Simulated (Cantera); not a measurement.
**Adiabatic ignition**

An adiabatic, constant-volume homogeneous reactor starts with 3.74 % C₂H₄, 18.1 % O₂, 68.1 % N₂, 10.1 % CO₂, equivalence ratio 0.62, at 1398 K and 750 Torr.

Cantera simulation using GRI-Mech 3.0 (53 species, 325 reactions); the numbers are that mechanism's predictions, not measurements. GRI-Mech 3.0 was tuned for natural gas; its chemistry of ethylene as a main component is partial and can be far from experiment.

| t (s) | T (K) | P (bar) | x C₂H₄ | x O₂ | x CO₂ | x CH₄ | x C₂H | x C₂H₂ |
|---|---|---|---|---|---|---|---|---|
| 6.00e-6 | 1398 | 1.000 | 0.0374 | 0.181 | 0.101 | 1.15e-11 | <1e-12 | 3.55e-7 |
| 1.27e-5 | 1398 | 1.000 | 0.0374 | 0.181 | 0.101 | 2.00e-10 | <1e-12 | 7.51e-7 |
| 2.68e-5 | 1398 | 1.00 | 0.0374 | 0.181 | 0.101 | 1.29e-8 | <1e-12 | 1.67e-6 |
| 5.65e-5 | 1488 | 1.07 | 0.0278 | 0.168 | 0.101 | 0.000185 | 1.59e-7 | 0.000570 |
| 0.000119 | 2335 | 1.73 | <1e-12 | 0.0817 | 0.127 | <1e-12 | <1e-12 | <1e-12 |
| 0.000252 | 2523 | 1.85 | <1e-12 | 0.0774 | 0.142 | <1e-12 | <1e-12 | <1e-12 |
| 0.000533 | 2590 | 1.89 | <1e-12 | 0.0752 | 0.149 | <1e-12 | <1e-12 | <1e-12 |
| 0.00113 | 2591 | 1.89 | <1e-12 | 0.0743 | 0.149 | <1e-12 | <1e-12 | <1e-12 |
| 0.00238 | 2587 | 1.88 | <1e-12 | 0.0730 | 0.149 | <1e-12 | <1e-12 | <1e-12 |
| 0.00502 | 2582 | 1.88 | <1e-12 | 0.0710 | 0.150 | <1e-12 | <1e-12 | <1e-12 |
| 0.0106 | 2577 | 1.88 | <1e-12 | 0.0693 | 0.150 | <1e-12 | <1e-12 | <1e-12 |
| 0.0224 | 2575 | 1.87 | <1e-12 | 0.0688 | 0.150 | <1e-12 | <1e-12 | <1e-12 |
| 0.0473 | 2575 | 1.87 | <1e-12 | 0.0688 | 0.150 | <1e-12 | <1e-12 | <1e-12 |
| 0.100 | 2575 | 1.87 | <1e-12 | 0.0688 | 0.150 | <1e-12 | <1e-12 | <1e-12 |
x: mole fraction; the columns are a selection and need not sum to one.

| Quantity | Result |
|---|---|
| time of steepest temperature rise | 65.5 µs |
| temperature at 0.100 s | 2575 K |
| equilibrium temperature | 2575 K |
| x(C₂H₄) at 0.100 s | <1e-12 (gas-phase equilibrium <1e-12) |
| x(O₂) at 0.100 s | 0.0688 (gas-phase equilibrium 0.0688) |
| x(CO₂) at 0.100 s | 0.150 (gas-phase equilibrium 0.150) |
